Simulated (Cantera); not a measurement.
A closed system holds: 1 mol CuO, 0.61 mol CH4, 0.89 mol H2, held at 4.10 mbar.

Method: chemical equilibrium by Gibbs-energy minimisation in Cantera with the NASA 1993 tables (ideal gas, pure condensed phases). Candidate condensed phases: C, C6H6, C7H8, C8H18, Cu, CuO, Cu(OH)2, Cu2O, H2O; 113 gas species. The numbers say what is thermodynamically allowed, not how fast it happens.

**Question.** What share of the Cu ends up in condensed phases as a function of T (°C), at 1402, 1552, 1702, 1852, 2002, 2152, 2302?

**Answer.** 
```tsv
T (°C)	Cu condensed (%)	as
1402	92.2	Cu(l)
1552	41.6	Cu(l)
1702	0.0	-
1852	0.0	-
2002	0.0	-
2152	0.0	-
2302	0.0	-
```
